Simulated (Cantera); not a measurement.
Feed: 1 mol Si₃H₈, 29 mol N₂, at 250 Pa.

These are equilibrium values from Cantera (NASA tables, ideal gas, pure condensed phases), not measurements of a reactor. Candidate condensed phases: Si, Si₃N₄; 18 gas species. The feed counts by its element totals alone. N₂ is the only nitrogen source here; it is nearly inert below about 1500 K, so the nitride shown seldom forms there in practice. Kinetics and transport are ignored.

### Question
Which condensed phases are stable at each of these points (T (K)): 925, 1000, 1075, 1150, 1225, 1300, 1375, 1450, 1525, 1600, 1675, 1750?

### Answer
| T (K) | condensed phases | Si condensed (%) |
|---|---|---|
| 925 | Si₃N₄(s) | 100.0 |
| 1000 | Si₃N₄(s) | 100.0 |
| 1075 | Si₃N₄(s) | 100.0 |
| 1150 | Si₃N₄(s) | 100.0 |
| 1225 | Si₃N₄(s) | 100.0 |
| 1300 | Si₃N₄(s) | 100.0 |
| 1375 | Si₃N₄(s) | 100.0 |
| 1450 | Si₃N₄(s) | 100.0 |
| 1525 | Si₃N₄(s) | 100.0 |
| 1600 | Si₃N₄(s) | 100.0 |
| 1675 | Si₃N₄(s) | 99.9 |
| 1750 | Si(l) | 99.2 |

From 925 K to 1675 K the condensed part is Si₃N₄(s). At 1750 K the condensed part is Si(l).
